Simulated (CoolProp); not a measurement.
Vapour-liquid equilibrium of isobutane (1) + R245fa (2) at 345 K; x and y are mole fractions of (1).

Computed with CoolProp (multi-fluid Helmholtz-energy mixture model, Bücker 2006 and Akasaka 2015; pair parameters Bell 2016).

Problem. Give the bubble pressure and the first vapour's composition at x = 0.5, 0.65, 0.725. Is there an azeotrope?

Solution. x = 0.5: 1245 kPa, y = 0.611; x = 0.65: 1279 kPa, y = 0.678; x = 0.725: 1282 kPa, y = 0.718. y crosses x between x = 0.65 and 0.725: the model has an azeotrope there.

The pair parameters rest on a limited set of measurements; away from them the model extrapolates.
